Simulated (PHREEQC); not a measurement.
Make-up at 25 °C: 0.0034 mol Pb(NO3)2, 0.0042 mol CaCl2, 0.035 mol H2SO4 and 6.3e-05 mol NaCl per kg of water. Closed to the air; pH follows from the charge balance.

The numbers come from PHREEQC with the ion-association model, phreeqc.dat.

Task: The ionic strength comes out as 0.0729 mol/kgw. What activity coefficients do NO3-, Pb(SO4)2-2, Cl-, Pb+2, NaSO4- get?

Result: NO3- 0.78, Pb(SO4)2-2 0.41, Cl- 0.79, Pb+2 0.41, NaSO4- 0.81.

This is a speciation only: nothing precipitates in the calculation. The solution is supersaturated, for example in Anglesite, so a real one may precipitate; this is no full list.
